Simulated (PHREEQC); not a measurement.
PHREEQC input (Pitzer model, pitzer.dat):

```
SOLUTION 1
  temp 20
  units mol/kgw
  pH 7 charge
  Br 0.76
  Mg 0.38
  Cl 0.019
  Na 0.019
  S(6) 0.002
  Ca 0.002
END
USE solution 1
INCREMENTAL_REACTIONS false
REACTION 1
  H2O -1
  0 9.886 18.011 24.689 30.178 34.689 38.397 41.444
  43.949 moles
EQUILIBRIUM_PHASES 1
  Bischofite 0 0
  Bloedite 0 0
  Brucite 0 0
  Epsomite 0 0
  Glauberite 0 0
  Gypsum 0 0
  Anhydrite 0 0
  Halite 0 0
  Hexahydrite 0 0
  Kieserite 0 0
  Mirabilite 0 0
  Portlandite 0 0
  Thenardite 0 0
  MgCl2_4H2O 0 0
SELECTED_OUTPUT 1
  -reset false
  -pH true
  -pe true
  -ionic_strength true
  -water true
  -activities H2O
  -totals Br Ca Cl Mg Na S
  -molalities H+ Na+ Mg+2 Ca+2 Cl- SO4-2 Br- OH- HSO4- MgOH+
  -equilibrium_phases Bischofite Bloedite Brucite Epsomite Glauberite Gypsum Anhydrite Halite Hexahydrite Kieserite
    Mirabilite Portlandite Thenardite MgCl2_4H2O
PRINT
  -reset false
END
```

Selected output (columns that matter, 9 of 9 rows; water left (kg) added in front):

```
water left (kg)	pH	mu	Br	Ca	Cl	Mg	Na	S	m_H+	m_Na+	m_Mg+2	m_Ca+2	m_Cl-	la_H2O
1	6.3109	1.167	0.76	0.002	0.019	0.38	0.019	0.002	4.9101e-07	0.019	0.38	0.002	0.019	-0.0088952
0.821894	6.2335	1.4199	0.92469	0.0024334	0.023117	0.46235	0.023117	0.0024334	5.4108e-07	0.023117	0.46235	0.0024334	0.023117	-0.011163
0.675514	6.1441	1.7276	1.1251	0.0029607	0.028127	0.56253	0.028127	0.0029607	5.9879e-07	0.028127	0.56253	0.0029607	0.028127	-0.014114
0.555203	6.0398	2.1019	1.3689	0.0036023	0.034222	0.68443	0.034222	0.0036023	6.6608e-07	0.034222	0.68443	0.0036023	0.034222	-0.018007
0.456313	5.9164	2.5574	1.6655	0.004383	0.041638	0.83276	0.041638	0.004383	7.4561e-07	0.041638	0.83276	0.004383	0.041638	-0.023217
0.375043	5.7691	3.1116	2.0264	0.0053327	0.050661	1.0132	0.050661	0.0053327	8.4105e-07	0.050661	1.0132	0.0053327	0.050661	-0.030292
0.30824	5.5914	3.786	2.4656	0.0064885	0.06164	1.2328	0.06164	0.0064885	9.5741e-07	0.06164	1.2328	0.0064885	0.06164	-0.040047
0.253345	5.3754	4.6064	2.9999	0.0078944	0.074997	1.4999	0.074997	0.0078944	1.1013e-06	0.074997	1.4999	0.0078944	0.074997	-0.053679
0.208215	5.1114	5.6048	3.6501	0.0096055	0.091252	1.825	0.091252	0.0096055	1.2813e-06	0.091252	1.825	0.0096055	0.091252	-0.072977
```
